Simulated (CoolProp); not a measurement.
Saturated liquid density (kg/m³) of R123: the reference equation beside estimates from Tc = 456.8 K, pc = 3662 kPa, ω = 0.282.

Computed with CoolProp (reference Helmholtz-energy equation of state, Younglove 1994). It is a modified Benedict-Webb-Rubin equation, recast in Helmholtz form.

| T (K) | reference | van der Waals | Soave-Redlich-Kwong |
|---|---|---|---|
| 341 | 1347 | 805.8 | 1214 |
| 350.6 | 1319 | 788.5 | 1184 |
| 360.3 | 1289 | 770.1 | 1151 |
| 369.9 | 1258 | 750.8 | 1116 |
| 379.6 | 1225 | 730.2 | 1078 |
| 389.3 | 1189 | 708.2 | 1037 |
| 398.9 | 1151 | 684.7 | 993.0 |
| 408.6 | 1110 | 658.8 | 943.8 |
| 418.3 | 1063 | 630.1 | 888.8 |
| 427.9 | 1009 | 597.9 | 826.7 |
| 437.6 | 943.7 | 559.4 | 752.3 |

Absolute difference from the reference over all 11 rows, mean and median: van der Waals 40.5 and 40.4 %, Soave-Redlich-Kwong 13.7 and 12.8 %.
